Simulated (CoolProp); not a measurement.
Acetone along the isotherm 276.85 °C: fugacity coefficient from the reference equation and from simpler models built on Tc = 235.0 °C, pc = 4.692 MPa, ω = 0.307; each cubic takes its own stable root.

Values from CoolProp's reference Helmholtz-energy equation of state, Lemmon 2006. It is a short technical equation, of lower accuracy than the large ones.

```tsv
p (MPa)	phase	reference	Redlich-Kwong	Soave-Redlich-Kwong
0.0742	gas	0.9953	0.9957	0.9959
0.152	gas	0.9903	0.9913	0.9917
0.313	gas	0.9802	0.9820	0.9829
0.642	gas	0.9596	0.9633	0.9651
1.32	gas	0.9182	0.9252	0.9289
2.71	gas	0.8368	0.8489	0.8565
5.56	supercritical	0.6824	0.6975	0.7146
11.4	supercritical	0.4425	0.4680	0.4962
23.5	supercritical	0.2959	0.3406	0.3664
```
